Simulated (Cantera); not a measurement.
Feed: 1 mol Nb, 18 mol N2O, 61 mol N2, at 1977 °C and 100 Torr.

Equilibrium computed with Cantera from the NASA thermochemical tables; the gas is ideal and each condensed phase is pure. Candidate condensed phases: Nb, NbO, NbO2, Nb2O5; 12 gas species. Condensed phases not in the tables: the oxides between NbO2 and Nb2O5. Kinetics and transport are ignored.

Base state: N2 0.905, O2 0.0830, NO 0.00950, O 0.00291, NbO2 5.36e-5 (mole fractions); condensed: Nb2O5(l).

Problem. What changes in the equilibrium state with this change: temperature from 1977 °C to 1702 °C?

Solution. 
```csv
species,before,after
N2,0.905,0.908
O2,0.0830,0.0866
NO,0.00950,0.00493
NbO2,5.36e-5,4.30e-7
O,0.00291,0.000444
"Nb2O5(l), mol",0.498,0.500
```
